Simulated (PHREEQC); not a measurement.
Solution (25 °C): 0.00046 mol H2SO4 and 7.5e-06 mol CO2 per kg of water. Closed to the air; pH follows from the charge balance.

All values are PHREEQC results (ion-association model, phreeqc.dat), not measurements.

This is a speciation only: nothing precipitates in the calculation.

Q: Estimate the pH.

A: pH 3.07.

Q: In which forms is S present?

A: SO4-2 93 %, HSO4- 6.9 % of the S.
